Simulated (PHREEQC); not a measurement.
PHREEQC input (Pitzer model, pitzer.dat):

```
SOLUTION 1
  temp 90
  units mol/kgw
  pH 7 charge
  S(6) 0.4268
  Na 0.0156
  K 0.078
  Mg 0.38
END
USE solution 1
INCREMENTAL_REACTIONS false
REACTION 1
  H2O -1
  0 9.886 18.011 24.689 30.178 34.689 38.397 41.444
  43.949 46.007 47.699 49.089 50.232 moles
EQUILIBRIUM_PHASES 1
  Arcanite 0 0
  Bloedite 0 0
  Brucite 0 0
  Epsomite 0 0
  Glaserite 0 0
  Hexahydrite 0 0
  Kieserite 0 0
  Leonite 0 0
  Mirabilite 0 0
  Misenite 0 0
  Schoenite 0 0
  Thenardite 0 0
SELECTED_OUTPUT 1
  -reset false
  -pH true
  -pe true
  -ionic_strength true
  -water true
  -activities H2O
  -totals K Mg Na S
  -molalities H+ Na+ K+ Mg+2 SO4-2 OH- HSO4- MgOH+
  -equilibrium_phases Arcanite Bloedite Brucite Epsomite Glaserite Hexahydrite Kieserite Leonite Mirabilite Misenite
    Schoenite Thenardite
PRINT
  -reset false
END
```

Selected output (columns that matter, 13 of 13 rows; water left (kg) added in front):

```
water left (kg)	pH	mu	K	Mg	Na	S	m_H+	m_Na+	m_K+	m_Mg+2	m_SO4-2	m_OH-	la_H2O
1	6.1328	1.6604	0.078	0.38	0.0156	0.4268	1.5978e-06	0.0156	0.078	0.37999	0.42678	1.7144e-06	-0.0035019
0.821894	6.1086	2.0202	0.094903	0.46235	0.018981	0.51929	1.7514e-06	0.018981	0.094903	0.46233	0.51927	1.7623e-06	-0.0041765
0.675514	6.081	2.4579	0.11547	0.56253	0.023094	0.63182	1.9225e-06	0.023094	0.11547	0.56252	0.6318	1.8055e-06	-0.0049835
0.555203	6.049	2.9906	0.14049	0.68443	0.028098	0.76873	2.1089e-06	0.028098	0.14049	0.68441	0.76871	1.8411e-06	-0.005959
0.456313	6.0114	3.6387	0.17094	0.83276	0.034187	0.93532	2.3046e-06	0.034187	0.17094	0.83274	0.9353	1.8657e-06	-0.0071598
0.375043	5.9665	4.4272	0.20798	1.0132	0.041595	1.138	2.4971e-06	0.041595	0.20798	1.0132	1.138	1.8752e-06	-0.0086778
0.30824	5.9118	5.3866	0.25305	1.2328	0.05061	1.3846	2.6641e-06	0.05061	0.25305	1.2328	1.3846	1.8653e-06	-0.010665
0.253345	5.8442	6.5538	0.30788	1.4999	0.061576	1.6847	2.7694e-06	0.061576	0.30788	1.4999	1.6846	1.832e-06	-0.013365
0.208215	5.7597	7.9744	0.37461	1.825	0.074923	2.0498	2.7612e-06	0.074923	0.37461	1.825	2.0498	1.7725e-06	-0.01717
0.171138	5.6533	9.702	0.45577	2.2204	0.091154	2.4939	2.5778e-06	0.091154	0.45577	2.2204	2.4939	1.6872e-06	-0.022685
0.140655	5.5186	11.805	0.55455	2.7016	0.11091	3.0344	2.172e-06	0.11091	0.55455	2.7016	3.0343	1.5813e-06	-0.030835
0.115613	5.3485	14.362	0.67467	3.2868	0.13493	3.6916	1.5615e-06	0.13493	0.67467	3.2868	3.6916	1.466e-06	-0.042984
0.0950205	5.1334	17.474	0.82088	3.9991	0.16418	4.4917	8.7984e-07	0.16418	0.82088	3.9991	4.4916	1.3581e-06	-0.061136
```

Species that the database lacks are ignored. At this temperature some constants are extrapolated from 25 °C, and those without enthalpy data are left unchanged.
